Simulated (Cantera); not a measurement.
A perfectly stirred reactor is fed with CH4 : CO2 = 1 : 2.5 (molar parts), at 27.0 bar; it is held at 2025 K, and followed from long to short residence time.

Cantera simulation using GRI-Mech 3.0 (53 species, 325 reactions); the numbers are that mechanism's predictions, not measurements. The pressure lies above the range GRI-Mech 3.0 was tuned for (to about 10 atm).

Q: What does this change do: pressure from 27.0 bar to 13.0 bar?

A: 
```json
[
 {"quantity": "x(CH4) at τ = 2.40 s", "before": "0.000124", "after": "0.000142"},
 {"quantity": "x(CO2) at τ = 2.40 s", "before": "0.102", "after": "0.102"},
 {"quantity": "x(O2) at τ = 2.40 s", "before": "3.56e-9", "after": "7.33e-9"},
 {"quantity": "x(H2O) at τ = 2.40 s", "before": "0.171", "after": "0.171"},
 {"quantity": "x(CH2O) at τ = 2.40 s", "before": "1.17e-6", "after": "6.11e-7"},
 {"quantity": "x(CH4) at τ = 47.0 ms", "before": "0.00392", "after": "0.00422"},
 {"quantity": "x(CO2) at τ = 47.0 ms", "before": "0.108", "after": "0.110"},
 {"quantity": "x(O2) at τ = 47.0 ms", "before": "3.83e-9", "after": "7.85e-9"},
 {"quantity": "x(H2O) at τ = 47.0 ms", "before": "0.174", "after": "0.175"},
 {"quantity": "x(CH2O) at τ = 47.0 ms", "before": "2.74e-6", "after": "2.82e-6"}
]
```

Q: What does this change do: pressure from 27.0 bar to 1.01 bar?

A: 
| quantity | before | after |
|---|---|---|
| x(CH4) at τ = 2.40 s | 0.000124 | 0.000199 |
| x(CO2) at τ = 2.40 s | 0.102 | 0.102 |
| x(O2) at τ = 2.40 s | 3.56e-9 | 8.14e-8 |
| x(H2O) at τ = 2.40 s | 0.171 | 0.171 |
| x(CH2O) at τ = 2.40 s | 1.17e-6 | 2.99e-7 |
| x(CH4) at τ = 47.0 ms | 0.00392 | 0.00540 |
| x(CO2) at τ = 47.0 ms | 0.108 | 0.119 |
| x(O2) at τ = 47.0 ms | 3.83e-9 | 7.75e-8 |
| x(H2O) at τ = 47.0 ms | 0.174 | 0.179 |
| x(CH2O) at τ = 47.0 ms | 2.74e-6 | 8.46e-6 |
